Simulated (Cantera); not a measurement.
Charge: 1 mol Mg(OH)2, 0.77 mol CO2, 8.6 mol O2, at 1627 °C and 1330 Pa.

Cantera equilibrium calculation (NASA polynomials, part measured and part estimated; ideal gas, pure solids and liquids). Candidate condensed phases: C, C6H6, C7H8, C8H18, H2O, Mg, MgCO3, MgO, Mg(OH)2; 116 gas species. Equilibrium is a limit: real reactors are often held back by kinetics, nucleation or transport.

Base state: O2 0.825, H2O 0.0936, CO2 0.0737, OH 0.00490, O 0.00235, CO 0.000385, H2 0.000116, H 7.41e-5 (mole fractions); condensed: MgO(s).

Question: What changes in the equilibrium state with this change: temperature from 1627 °C to 1427 °C?

Answer: 
```json
[
 {"species": "O2", "before": "0.825", "after": "0.828"},
 {"species": "H2O", "before": "0.0936", "after": "0.0956"},
 {"species": "CO2", "before": "0.0737", "after": "0.0742"},
 {"species": "OH", "before": "0.00490", "after": "0.00147"},
 {"species": "H", "before": "7.41e-5", "after": "5.46e-6"},
 {"species": "CO", "before": "0.000385", "after": "4.85e-5"},
 {"species": "MgO(s), mol", "before": "1.000", "after": "1.000"}
]
```

Question: What changes in the equilibrium state with this change: pressure from 1330 Pa to 220 Pa?

Answer: 
```tsv
species	before	after
O2	0.825	0.821
H2O	0.0936	0.0917
CO2	0.0737	0.0729
O	0.00235	0.00576
OH	0.00490	0.00760
H	7.41e-5	0.000284
CO	0.000385	0.000941
H2	0.000116	0.000281
MgO(s), mol	1.000	1.000
```
